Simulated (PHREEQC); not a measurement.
Synthetic water in mmol/kgw, 25 °C, pH 3.4, pe 10.6:

| constituent | mmol/kgw |
|---|---|
| Na | 54 |
| K | 2.53 |
| Ca | 0.0148 |
| Mg | 15.3 |
| Cl | 25.7 |
| S(6) | 40.5 |
| Al | 8.54 |
| Cu(2) | 1.84 |
| Sr | 0.0537 |
| Fe(3) | 0.177 |

Cl is adjusted to close the charge balance.
Valence states are taken as typed.

Model: ion-association model, phreeqc.dat, run in PHREEQC.

Precipitation was switched off in this run.

Task: Order these Ca species by the share of Ca that they hold, largest first: Ca+2, CaSO4, CaHSO4+.

Result: Ca+2 (67 %), CaSO4 (33 %), CaHSO4+ (0.12 %)

The pH is 3.40 and the ionic strength 0.121 mol/kgw. Examples of supersaturated solids here: Jarosite-K, Hematite (slow to form). Others may be too. Species that the database lacks are ignored.
